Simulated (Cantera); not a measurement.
An adiabatic, constant-volume homogeneous reactor starts with CH₄ : O₂ : N₂ : CO₂ = 1 : 2.47 : 9.28 : 3.5 (molar parts), equivalence ratio 0.81, at 1625 K and 1.88 atm. Integrator tolerance rtol = 1e-08.

Cantera simulation using GRI-Mech 3.0 (53 species, 325 reactions); the numbers are that mechanism's predictions, not measurements.

**Question.** What does this change do: O2 2.47 to 1.9 parts?

**Answer.** 
```
quantity                                                            before                                    after
---------------------------------  ---------------------------------------  ---------------------------------------
time of steepest temperature rise                                 0.284 ms                                 0.384 ms
temperature at 0.300 s                                              2586 K                                   2554 K
equilibrium temperature                                             2586 K                                   2554 K
x(CH₄) at 0.300 s                    <1e-12 (gas-phase equilibrium <1e-12)    <1e-12 (gas-phase equilibrium <1e-12)
x(O₂) at 0.300 s                     0.0402 (gas-phase equilibrium 0.0402)    0.0159 (gas-phase equilibrium 0.0159)
x(CO₂) at 0.300 s                      0.232 (gas-phase equilibrium 0.232)      0.228 (gas-phase equilibrium 0.228)
x(CH₃) at 0.300 s                    <1e-12 (gas-phase equilibrium <1e-12)    <1e-12 (gas-phase equilibrium <1e-12)
x(CO) at 0.300 s                     0.0379 (gas-phase equilibrium 0.0379)    0.0505 (gas-phase equilibrium 0.0505)
x(OH) at 0.300 s                   0.00991 (gas-phase equilibrium 0.00991)  0.00728 (gas-phase equilibrium 0.00728)
```
